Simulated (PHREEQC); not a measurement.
**City or well water**

Model water analysis in mg/kgw, 46 °C, pH 7.15, pe 9.5: Na 3.49; K 8.75; Ca 8.39; Mg 4.13; Cl 13.1; S(6) as SO4 9.37; Alkalinity as HCO3 36.7; Br 0.324.

Valence states are taken as typed.

The numbers come from PHREEQC with the ion-association model, wateq4f.dat.

This is a speciation only: nothing precipitates in the calculation.

Problem. Predict the charge-balance error.

Solution. charge-balance error -1.6 %.

Problem. In which forms is C present?

Solution. HCO3- 88 %, CO2 12 % of the C.

At this temperature some constants are extrapolated from 25 °C, and those without enthalpy data are left unchanged.
